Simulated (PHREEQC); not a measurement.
Make-up at 25 °C: 6 mmol/kgw CuSO4, 0.12 mmol/kgw HCl and 4.6 mmol/kgw NaCl. Closed to the air; pH follows from the charge balance.

Equilibrium calculation in PHREEQC: ion-association model, phreeqc.dat.

No solid was allowed to form.

Predict the pH.

pH 4.07.

In which forms is Cu present?

Cu+2 76 %, CuSO4 23 %, CuCl+ 0.6 % of the Cu.
